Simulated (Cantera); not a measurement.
Cantera run, input and output.

```python
import numpy as np
import cantera as ct

gas = ct.Solution("gri30.yaml")
gas.TPX = 950, 100000, {'CH4': 1, 'H2': 0.083, 'O2': 1.86, 'N2': 6.98, 'H2O': 0.38}
reactor = ct.IdealGasConstPressureReactor(gas, energy="on", clone=False)
net = ct.ReactorNet([reactor])
net.rtol, net.atol = 1e-08, 1e-16
show = ['CH4', 'H2', 'O2', 'OH', 'N2O', 'NO2', 'H2O2']
times = np.geomspace(1e-06, 3, 14)

steps = ct.SolutionArray(gas, extra=["t"])
rows = []
print(f"{'t/s':>10s}{'T/K':>9s}{'P/Pa':>11s}" + "".join(f"{s:>11s}" for s in show))
for t in times:
    while net.time < t:
        t_next = net.step()
        steps.append(gas.state, t=t_next)
    rows.append([np.interp(t, steps.t, y) for y in (steps.T, steps.P, *steps(*show).X.T)])
    print(f"{t:10.3e}{rows[-1][0]:9.1f}{rows[-1][1]:11.4g}" + "".join(f"{x:11.3e}" for x in rows[-1][2:]))
rate = np.gradient(steps.T, steps.t)
print("integrator steps:", len(steps.t))
if steps.T.max() > steps.T[0] + 200:
    print(f"time of steepest temperature rise: {steps.t[rate.argmax()]:.4e} s")
gas.TPX = 950, 100000, {'CH4': 1, 'H2': 0.083, 'O2': 1.86, 'N2': 6.98, 'H2O': 0.38}
gas.equilibrate("HP")
print(f"equilibrium (HP): T = {gas.T:.1f} K  " + "  ".join(f"{s} {gas[s].X[0]:.3e}" for s in show))
```

It prints:

```
       t/s      T/K       P/Pa        CH4         H2         O2         OH        N2O        NO2       H2O2
 1.000e-06    950.0      1e+05  9.706e-02  8.056e-03  1.805e-01  6.556e-15  1.249e-21  5.667e-40  4.373e-17
 3.149e-06    950.0      1e+05  9.706e-02  8.056e-03  1.805e-01  2.764e-14  7.705e-21  6.380e-38  4.194e-16
 9.919e-06    950.0      1e+05  9.706e-02  8.056e-03  1.805e-01  5.758e-14  6.008e-20  8.441e-36  4.216e-15
 3.124e-05    950.0      1e+05  9.706e-02  8.056e-03  1.805e-01  7.552e-14  3.239e-19  5.466e-34  4.217e-14
 9.839e-05    950.0      1e+05  9.706e-02  8.056e-03  1.805e-01  1.207e-13  1.705e-18  2.521e-32  4.231e-13
 3.099e-04    950.0      1e+05  9.706e-02  8.056e-03  1.805e-01  2.618e-13  1.158e-17  1.350e-30  4.310e-12
 9.760e-04    950.0      1e+05  9.706e-02  8.056e-03  1.805e-01  6.961e-13  1.004e-16  1.036e-28  4.544e-11
 3.074e-03    950.0      1e+05  9.706e-02  8.056e-03  1.805e-01  2.017e-12  1.049e-15  1.302e-26  5.278e-10
 9.681e-03    950.0      1e+05  9.706e-02  8.056e-03  1.805e-01  7.113e-12  1.349e-14  3.003e-24  7.137e-09
 3.049e-02    950.0      1e+05  9.706e-02  8.055e-03  1.805e-01  1.209e-10  3.032e-13  6.496e-21  1.522e-07
 9.603e-02    951.3      1e+05  9.689e-02  8.012e-03  1.804e-01  2.963e-09  1.188e-11  1.735e-16  3.471e-06
 3.024e-01    973.0      1e+05  9.411e-02  8.069e-03  1.777e-01  3.013e-08  1.389e-10  9.305e-15  4.482e-05
 9.525e-01   2497.7      1e+05  2.593e-15  1.785e-02  4.813e-03  8.100e-03  1.613e-07  4.281e-07  1.018e-07
 3.000e+00   2497.7      1e+05  2.593e-15  1.785e-02  4.813e-03  8.100e-03  1.613e-07  4.281e-07  1.018e-07
integrator steps: 2763
time of steepest temperature rise: 3.6109e-01 s
equilibrium (HP): T = 2497.7 K  CH4 3.217e-15  H2 1.785e-02  O2 4.813e-03  OH 8.100e-03  N2O 1.613e-07  NO2 4.281e-07  H2O2 1.018e-07
```

Cantera simulation using GRI-Mech 3.0 (53 species, 325 reactions); the numbers are that mechanism's predictions, not measurements. Below about 1000 K GRI-Mech 3.0 lacks low-temperature oxidation paths.
